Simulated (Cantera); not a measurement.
Charge: 1 mol Pb, 29 mol H2O, 51 mol H2, held at 90.0 Pa.

Method: chemical equilibrium by Gibbs-energy minimisation in Cantera with the NASA 1993 tables (ideal gas, pure condensed phases). Candidate condensed phases: H2O, Pb, PbO, PbO2, Pb3O4; 12 gas species. Equilibrium is a limit: real reactors are often held back by kinetics, nucleation or transport.

Problem. Which condensed phases are stable at each of these points (T (K)): 775, 850, 925, 1000, 1075, 1150, 1225, 1300, 1375, 1450, 1525, 1600, 1675, 1750?

Solution. 
| T (K) | condensed phases | Pb condensed (%) |
|---|---|---|
| 775 | Pb(l) | 99.8 |
| 850 | Pb(l) | 97.2 |
| 925 | Pb(l) | 76.2 |
| 1000 | gas only | 0.0 |
| 1075 | gas only | 0.0 |
| 1150 | gas only | 0.0 |
| 1225 | gas only | 0.0 |
| 1300 | gas only | 0.0 |
| 1375 | gas only | 0.0 |
| 1450 | gas only | 0.0 |
| 1525 | gas only | 0.0 |
| 1600 | gas only | 0.0 |
| 1675 | gas only | 0.0 |
| 1750 | gas only | 0.0 |

From 775 K to 925 K the condensed part is Pb(l). From 1000 K to 1750 K nothing is condensed.
